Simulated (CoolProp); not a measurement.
Vapour-liquid equilibrium of R22 (1) + c-C4F8 (RC318) (2) at 0.281 MPa; x and y are mole fractions of (1).

Values from CoolProp's multi-fluid Helmholtz-energy mixture model, Kamei 1995 and Platzer 1990; pair parameters Bell 2016. This equation is an older, rougher fit; its heat capacities, sound speeds and derivatives of the liquid may be far off and weren't checked against measurements.

| x | bubble temperature (°C) | y at the bubble point | dew temperature at overall composition x (°C) | liquid density (mol/L) |
|---|---|---|---|---|
| 0.05 | 19.4 | 0.116 | 20.8 | 7.801 |
| 0.15 | 12.3 | 0.384 | 18.7 | 8.360 |
| 0.25 | 3.9 | 0.608 | 16.2 | 8.985 |
| 0.35 | -3.3 | 0.747 | 13.4 | 9.636 |
| 0.45 | -8.4 | 0.823 | 10.2 | 10.30 |
| 0.55 | -11.4 | 0.864 | 6.4 | 11.00 |
| 0.65 | -13.2 | 0.888 | 2.0 | 11.75 |
| 0.75 | -14.3 | 0.907 | -3.5 | 12.60 |
| 0.85 | -15.2 | 0.928 | -10.3 | 13.59 |
| 0.95 | -16.1 | 0.966 | -15.8 | 14.77 |

No azeotrope shows between x = 0.05 and 0.95.

The pair parameters rest on a limited set of measurements; away from them the model extrapolates. The gap from Raoult's law changes sign with composition, which may be real or a fault of the pair parameters; it wasn't checked against measurements.
